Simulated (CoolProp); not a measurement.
Properties of p-xylene along the isotherm 620 K (Tc = 616.2 K, pc = 3.532 MPa, ω = 0.324).

Model: reference Helmholtz-energy equation of state, Zhou 2012, in CoolProp.

```csv
p (MPa),phase,speed of sound (m/s),Joule-Thomson coefficient (K/MPa),isothermal compressibility (1/MPa),expansivity (1/kK),viscosity (µPa s),fugacity coefficient
0.883,gas,203.8,8.366,1.261,2.243,13.4,0.9094
1.77,gas,…,…,0.7379,3.464,14.0,0.8221
2.65,gas,149.0,13.36,0.6569,6.648,14.9,0.7374
3.53,gas,100.6,21.14,1.359,35.24,17.7,0.6502
4.41,supercritical,…,3.758,0.1284,11.86,57.4,…
5.3,supercritical,…,2.097,0.06053,6.917,63.7,0.4764
6.18,supercritical,265.5,1.455,0.04027,5.227,67.4,0.4244
7.06,supercritical,296.4,1.098,0.03035,4.326,70.2,0.3855
7.95,supercritical,323.2,0.8643,0.02439,3.747,72.6,0.3549
8.83,supercritical,346.5,0.7006,0.02048,3.346,74.6,0.3310
```

Q: Fill in the missing entries.

A: 
- 1.77, speed of sound (m/s): 179.7
- 1.77, Joule-Thomson coefficient (K/MPa): 10.15
- 4.41, speed of sound (m/s): 174.0
- 4.41, fugacity coefficient: 0.5496
- 5.3, speed of sound (m/s): 227.5

Viscosity comes from a separate model (Balogun 2015).
